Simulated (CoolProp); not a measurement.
Aqueous sodium chloride as a coolant, 17 % by mass, freezing at -13.0 °C, 1 atm.

Values from CoolProp's Melinder's fits for secondary coolants.

```tsv
T (°C)	density (kg/m³)	cp (kJ/(kg K))	conductivity (W/(m K))	Prandtl number
-7.5	1135	3.445	0.539	20.3
-0.8	1133	3.460	0.549	15.9
6	1130	3.473	0.560	12.7
12.7	1127	3.484	0.570	10.3
19.5	1124	3.492	0.581	8.56
26.3	1121	3.499	0.591	7.23
33	1118	3.504	0.602	6.24
```
